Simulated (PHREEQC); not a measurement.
Make-up at 20 °C: 130 mmol/kgw Al(NO3)3, 110 mmol/kgw NaOH and 31 mmol/kgw H2SO4. Closed to the air; pH follows from the charge balance.

Model: ion-association model, wateq4f.dat, run in PHREEQC.

This is a speciation only: nothing precipitates in the calculation.

Question: What pH, activity of water, ionic strength does the model give?

Answer: pH 5.24; activity of water 0.989; ionic strength 0.636 mol/kgw.

Question: In which forms is Al present?

Answer: Al+3 51 %, AlOH+2 24 %, AlSO4+ 18 %, Al(OH)2+ 6.4 %, Al(SO4)2- 0.5 % of the Al.

The solution is supersaturated, for example in Basaluminite, Al(OH)3(a), so a real one may precipitate; this is no full list. Complexes and solids missing from the database can't appear.
